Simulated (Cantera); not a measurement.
# Equilibrium for metals in furnace atmospheres: Fe + NH₃ + H₂

A closed system holds: 1 mol Fe, 0.7 mol NH₃, 14 mol H₂, at 1527 °C and 0.000210 bar.

These are equilibrium values from Cantera (NASA tables, ideal gas, pure condensed phases), not measurements of a reactor. Candidate condensed phases: Fe; 10 gas species. The numbers say what is thermodynamically allowed, not how fast it happens.

```yaml
x(H₂): 0.895
x(Fe): 0.0603
x(H): 0.0234
x(N₂): 0.0211
gas_amount: 16.59 mol
log10 activity of Fe(δ) (absent): -0.37
```
